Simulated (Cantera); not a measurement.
# Thermodynamics of silicon nitride deposition, feed SiF₄ + NH₃ + N₂

Charge: 1 mol SiF₄, a varied amount of NH₃, 9.4 mol N₂, equilibrated at 575 °C and 0.430 bar.

These are equilibrium values from Cantera (NASA tables, ideal gas, pure condensed phases), not measurements of a reactor. Candidate condensed phases: Si, Si₃N₄; 37 gas species. Rates play no part.

| n(NH₃) (mol) | x N₂ | x H₂ | x SiF₄ | x NH₃ | x HF | n Si₃N₄(s) |
|---|---|---|---|---|---|---|
| 0.75 | 0.821 | 0.0945 | 0.0840 | 2.14e-5 | 5.39e-5 | 3.68e-5 |
| 1.1 | 0.790 | 0.131 | 0.0793 | 3.41e-5 | 6.21e-5 | 4.52e-5 |
| 1.5 | 0.757 | 0.168 | 0.0746 | 4.86e-5 | 6.88e-5 | 5.36e-5 |
| 2.2 | 0.709 | 0.223 | 0.0675 | 7.19e-5 | 7.64e-5 | 6.66e-5 |
| 3.1 | 0.660 | 0.280 | 0.0602 | 9.76e-5 | 8.23e-5 | 8.15e-5 |
| 4.4 | 0.604 | 0.344 | 0.0521 | 0.000127 | 8.66e-5 | 0.000101 |
| 6.3 | 0.546 | 0.411 | 0.0434 | 0.000158 | 8.90e-5 | 0.000127 |
| 9 | 0.489 | 0.475 | 0.0352 | 0.000186 | 8.91e-5 | 0.000160 |
| 13 | 0.437 | 0.535 | 0.0274 | 0.000210 | 8.73e-5 | 0.000206 |
| 18 | 0.397 | 0.582 | 0.0215 | 0.000227 | 8.42e-5 | 0.000260 |
| 26 | 0.359 | 0.625 | 0.0160 | 0.000240 | 7.97e-5 | 0.000340 |
x: gas mole fraction; n: condensed amount in mol.

From 0.75 mol NH₃ to 26 mol NH₃ the condensed part is Si₃N₄(s). The main Si-bearing gas is SiF₄ throughout.
